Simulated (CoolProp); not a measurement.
A single-stage vapour-compression cycle with the fluid: evaporating at 203.15 K (dew point), condensing at 268.15 K (bubble point), superheat 2 K, subcooling 5 K, compressor efficiency 0.75, no pressure losses. The same conditions are run with several fluids, on thermodynamics alone (safety and materials aside).

Computed with CoolProp (reference Helmholtz-energy equation of state of each fluid (ethylene: Smukala 2000; R22: Kamei 1995; hydrogen sulfide: Lemmon 2006; CH3F (R41): Lemmon 2006; ethane: Bücker 2006)).

```csv
fluid,cooling COP,pressure ratio,discharge temperature (K),refrigerating effect (kJ/kg),volumetric capacity (kJ/m³)
ethylene,1.46,7.06,344.2,253,2390
R22,1.84,20.6,368.9,186,196
hydrogen sulfide,1.76,14.7,454.7,439,537
CH3F (R41),___,___,394.5,___,1140
ethane,1.66,8.45,___,298,1400
```

Problem. Complete the blanks.

Solution. 
- CH3F (R41), cooling COP: 1.69
- CH3F (R41), pressure ratio: 11.3
- CH3F (R41), refrigerating effect (kJ/kg): 345
- ethane, discharge temperature (K): 330.6
